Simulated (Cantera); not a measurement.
A closed system holds: 1 mol Si, 1.6 mol Cl₂, 45 mol H₂, equilibrated at 852 °C and 1.60 Pa.

These are equilibrium values from Cantera (NASA tables, ideal gas, pure condensed phases), not measurements of a reactor. Candidate condensed phases: Si; 19 gas species. The tables' values for SiCl₃ are old estimates; treat these amounts as uncertain. Equilibrium is a limit: real reactors are often held back by kinetics, nucleation or transport.

Base state: H₂ 0.938, HCl 0.0548, SiCl₂ 0.00677, SiCl₃ 9.89e-5, SiCl₄ 1.78e-5, H 1.08e-5 (mole fractions); condensed: Si(s).

Problem. What changes in the equilibrium state with this change: H₂ from 45 to 85 mol?

Solution. 
```tsv
species	before	after
H₂	0.938	0.965
HCl	0.0548	0.0323
SiCl₂	0.00677	0.00229
SiCl₄	1.78e-5	2.04e-6
SiCl₃	9.89e-5	1.95e-5
H	1.08e-5	1.09e-5
Si(s), mol	0.679	0.800
```
